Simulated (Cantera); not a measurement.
A perfectly stirred reactor is fed with 7.70 % CH4, 17.9 % O2, 67.3 % N2, 7.08 % CO2, equivalence ratio 0.86, at 4.93 atm; it is adiabatic with a 600 K inlet, and is followed from long to short residence time, starting on the burning branch (τ in s: 0.027, 0.012, 0.0054, 0.0024, 0.0011, 0.00049, 0.00022, 9.8e-05, 4.4e-05, 2e-05, 8.9e-06).

Computed with Cantera and GRI-Mech 3.0 (53 species, 325 reactions).

x: mole fraction; the columns are a selection and need not sum to one.

```
τ (s)    T (K)     x CH4    x O2    x C2H4    x C2H6    x N2O     x OH
-------  -----  --------  ------  --------  --------  -------  -------
0.027     2145   4.95e-6  0.0259  5.55e-10  2.75e-11  4.71e-7  0.00214
0.012     2140   1.00e-5  0.0262   2.16e-9  1.10e-10  5.27e-7  0.00231
0.0054    2131   1.91e-5  0.0268   7.07e-9  3.76e-10  6.17e-7  0.00259
0.0024    2116   3.53e-5  0.0276   2.03e-8   1.16e-9  7.31e-7  0.00299
0.0011    2093   6.23e-5  0.0289   5.03e-8   3.18e-9  8.23e-7  0.00348
0.00049   2060  0.000113  0.0308   1.23e-7   8.94e-9  8.55e-7  0.00402
0.00022   2015  0.000213  0.0335   3.04e-7   2.67e-8  8.17e-7  0.00448
9.8e-5    1955         …       …         …         …        …  0.00466
4.4e-5    1864         …       …         …         …        …        …
2.0e-5     600    0.0770   0.179    <1e-12    <1e-12   <1e-12   <1e-12
8.9e-6     600    0.0770   0.179    <1e-12    <1e-12   <1e-12   <1e-12
```

Task: Complete the blanks.

Result: 
- 9.8e-5, x CH4: 0.000437
- 9.8e-5, x O2: 0.0374
- 9.8e-5, x C2H4: 8.76e-7
- 9.8e-5, x C2H6: 9.90e-8
- 9.8e-5, x N2O: 7.26e-7
- 4.4e-5, x CH4: 0.00116
- 4.4e-5, x O2: 0.0446
- 4.4e-5, x C2H4: 4.39e-6
- 4.4e-5, x C2H6: 7.53e-7
- 4.4e-5, x N2O: 5.67e-7
- 4.4e-5, x OH: 0.00391
